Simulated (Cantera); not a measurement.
A freely propagating, adiabatic, planar premixed flame of 35.3 % H₂, 13.6 % O₂, 51.1 % N₂, equivalence ratio 1.3, unburnt at 700 K and 7500 Torr; mixture-averaged transport, grid criteria slope 0.08 and curve 0.16, no radiation.

Detailed kinetics in Cantera: the H2/O2 subset of GRI-Mech 3.0, which has no nitrogen chemistry. The hydrogen kinetics of GRI-Mech 3.0 are dated; newer H2 mechanisms differ, most at raised pressure. Burning velocities carry a grid error of a few per cent, more on coarse grids.

x: mole fraction of selected species; z is measured from the peak of heat release.

```tsv
z (mm)	T (K)	u (m/s)	x H₂	x O₂	x H₂O	x H₂O₂	x H	x HO₂
-0.0764	700	10.8	0.353	0.136	<1e-8	<1e-8	<1e-8	<1e-8
-0.0510	700	10.8	0.353	0.136	2.43e-8	<1e-8	<1e-8	<1e-8
-0.0382	700	10.8	0.353	0.136	2.12e-7	<1e-8	<1e-8	[?]
-0.0255	701	10.8	0.352	0.136	6.73e-6	3.03e-8	2.49e-8	[?]
-0.0127	747	11.4	0.339	0.137	0.00211	1.60e-5	0.000132	[?]
-0.00637	1032	15.2	0.296	0.129	0.0301	8.33e-5	0.00417	[?]
0	1503	21.4	0.212	0.0921	0.113	2.23e-5	0.0218	[?]
0.00637	1845	25.9	0.138	0.0447	0.201	4.92e-6	0.0390	[?]
0.0127	2028	28.3	0.106	0.0205	0.244	3.19e-6	0.0429	[?]
0.0255	2204	30.5	0.0928	0.00788	0.270	1.89e-6	0.0367	[?]
0.0510	2359	32.3	0.0912	0.00403	0.283	1.21e-6	0.0259	[?]
0.102	2482	33.7	0.0907	0.00210	0.294	7.94e-7	0.0168	[?]
0.204	2565	34.6	0.0901	0.000964	0.302	4.73e-7	0.0106	[?]
```

Problem. What belongs in the gaps?

Solution. 
- -0.0382, x HO₂: 7.38e-8
- -0.0255, x HO₂: 3.32e-6
- -0.0127, x HO₂: 0.000710
- -0.00637, x HO₂: 0.00108
- 0, x HO₂: 0.000540
- 0.00637, x HO₂: 0.000232
- 0.0127, x HO₂: 9.66e-5
- 0.0255, x HO₂: 3.33e-5
- 0.0510, x HO₂: 1.52e-5
- 0.102, x HO₂: 6.88e-6
- 0.204, x HO₂: 2.68e-6
